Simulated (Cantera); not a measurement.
## Ammonia decomposition in nitride growth gas

An isothermal, constant-pressure homogeneous reactor starts with NH3 : N2 = 1 : 23 (molar parts), at 1750 K and 0.987 atm.

Model: the gas-phase N/H chemistry of the illustrative SiF4/NH3 mechanism in the Surface Chemkin manual (1991), integrated in Cantera. Walls and surfaces, which speed up NH3 decomposition in real reactors, are not modelled.

```csv
t (s),x NH3,x N,x NH2,x N2,x N2H4
0.000300,0.0417,3.81e-11,1.15e-5,0.958,6.36e-10
0.000917,0.0416,3.37e-10,3.37e-5,0.958,5.43e-9
0.00280,0.0415,1.48e-9,6.62e-5,0.958,2.10e-8
0.00857,0.0412,4.79e-9,6.78e-5,0.958,2.20e-8
0.0262,0.0402,1.61e-8,6.11e-5,0.958,1.79e-8
0.0801,0.0372,4.46e-8,5.13e-5,0.956,1.26e-8
0.245,0.0299,7.65e-8,3.95e-5,0.953,7.49e-9
0.749,0.0167,8.23e-8,2.41e-5,0.947,2.78e-9
2.29,0.00478,5.58e-8,8.76e-6,0.942,3.68e-10
7.00,0.000828,1.99e-8,1.91e-6,0.940,1.74e-11
```
x: mole fraction; the columns are a selection and need not sum to one.

Equilibrium at this temperature and pressure: NH3 4.58e-7, N 1.41e-11, NH2 1.14e-9, N2 0.940, N2H4 <1e-12 (gas phase only).
